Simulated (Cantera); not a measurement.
A closed system holds: 1 mol FeS2, 1.3 mol SO3, 0.88 mol CO2, held at 1573 K and 1300 Pa.

These are equilibrium values from Cantera (NASA tables, ideal gas, pure condensed phases), not measurements of a reactor. Candidate condensed phases: C, Fe, Fe(CO)5, FeO, FeS, FeSO4, FeS2, Fe2O3, Fe2(SO4)3, Fe3O4, S; 25 gas species. The tables' stoichiometric FeO is somewhat more stable than real wüstite, so its field is too wide. FeO: taken at fixed stoichiometry. Rates play no part.

Base state: SO2 0.468, S2 0.246, CO2 0.172, CO 0.0909, SO 0.0192, S2O 0.00397, COS 0.000448, S 0.000397 (mole fractions); condensed: FeO(s).

Question: What changes in the equilibrium state with this change: CO2 from 0.88 to 0.083 mol?

Answer: 
```json
[
 {"species": "SO2", "before": "0.468", "after": "0.577"},
 {"species": "S2", "before": "0.246", "after": "0.360"},
 {"species": "SO", "before": "0.0192", "after": "0.0235"},
 {"species": "CO2", "before": "0.172", "after": "0.0219"},
 {"species": "CO", "before": "0.0909", "after": "0.0115"},
 {"species": "COS", "before": "0.000448", "after": "6.86e-5"},
 {"species": "S2O", "before": "0.00397", "after": "0.00587"},
 {"species": "S", "before": "0.000397", "after": "0.000480"},
 {"species": "FeO(s), mol", "before": "1.000", "after": "1.000"}
]
```

Question: What changes in the equilibrium state with this change: temperature from 1573 K to 1323.15 K?

Answer: 
```
species        before     after
-----------  --------  --------
SO2             0.468     0.560
CO2             0.172     0.254
S2              0.246     0.153
SO             0.0192   0.00324
CO             0.0909    0.0258
S            0.000397   1.36e-5
COS          0.000448  0.000356
S2O           0.00397   0.00322
FeO(s), mol     1.000     0.447
FeS(s), mol         0     0.553
```
Metal and sulfide melt together well below either melting point, which pure phases cannot show. Mutual solubility and eutectic melting of coexisting phases are not modelled. FeO, FeS: taken at fixed stoichiometry.
